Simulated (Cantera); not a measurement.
Input: 1 mol CH3F, 0.38 mol CH4, 14 mol H2, at 13.3 mbar.

These are equilibrium values from Cantera (NASA tables, ideal gas, pure condensed phases), not measurements of a reactor. Candidate condensed phases: C, C6H6, C7H8, C8H18; 95 gas species. The numbers say what is thermodynamically allowed, not how fast it happens.

Question: Which condensed phases are stable at each of these points (T (K)): 1798, 1898, 1998, 2098, 2198, 2298, 2398, 2498, 2598, 2698, 2798, 2898?

Answer: 
```tsv
T (K)	condensed phases	C condensed (%)
1798	C(graphite)	99.6
1898	C(graphite)	99.1
1998	C(graphite)	98.3
2098	C(graphite)	96.8
2198	C(graphite)	94.3
2298	C(graphite)	90.6
2398	C(graphite)	85.2
2498	C(graphite)	77.6
2598	C(graphite)	67.5
2698	C(graphite)	53.4
2798	C(graphite)	30.6
2898	gas only	0.0
```

From 1798 K to 2798 K the condensed part is C(graphite). At 2898 K nothing is condensed.
